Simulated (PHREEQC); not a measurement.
Make-up at 30 °C: 0.13 mol/kgw KH2PO4. Closed to the air; pH follows from the charge balance.

Equilibrium calculation in PHREEQC: ion-association model, phreeqc.dat.

Each row changes one thing in this solution. This is a speciation only: nothing precipitates in the calculation.

```
case                                       pH  ionic strength (mol/kgw)  H3PO4 (mol/kgw)  HPO4-2 (mol/kgw)  KHPO4- (mol/kgw)  PO4-3 (mol/kgw)
---------------------------------  ----------  ------------------------  ---------------  ----------------  ----------------  ---------------
as made                                  4.45                     0.131         0.000529          0.000528           4.41e-5         3.47e-11
temperature from 30 to 85 °C             4.49                     0.131         0.000814          0.000796           5.86e-5         1.65e-10
KH2PO4 from 0.13 to 0.195 mol/kgw  (withheld)                     0.196         0.000835          0.000797           8.60e-5         5.99e-11
KH2PO4 from 0.13 to 0.143 mol/kgw  (withheld)                     0.144         0.000589          0.000582           5.16e-5         3.94e-11
KH2PO4 from 0.13 to 0.26 mol/kgw         4.38                     0.261          0.00115           0.00107          0.000138         8.86e-11
```

Task: What belongs in the gaps?

Result: 
- KH2PO4 from 0.13 to 0.195 mol/kgw, pH: 4.41
- KH2PO4 from 0.13 to 0.143 mol/kgw, pH: 4.44

At this temperature some constants are extrapolated from 25 °C, and those without enthalpy data are left unchanged.
